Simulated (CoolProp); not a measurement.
Saturation properties of oxygen.

The numbers come from the reference Helmholtz-energy equation of state, Schmidt 1985 in CoolProp.

```tsv
T (K)	p (MPa)	liquid viscosity (µPa s)	vapour viscosity (µPa s)
115.6	0.7846	[?]	9.03
119.6	0.9988	98.3	9.39
123.5	1.245	90.1	9.76
127.5	1.541	82.2	10.2
131.4	1.874	75.0	10.6
135.3	2.256	68.2	11.1
139.3	[?]	61.4	11.7
143.2	3.198	54.9	12.4
147.2	3.772	48.1	13.5
151.1	[?]	40.6	15.4
```

**Question.** What belongs in the gaps?

**Answer.** 
- 115.6, liquid viscosity (µPa s): 107
- 139.3, p (MPa): 2.703
- 151.1, p (MPa): 4.405

It boils at 90.2 K under 1 atm.

Viscosity comes from a separate model (Lemmon 2004).
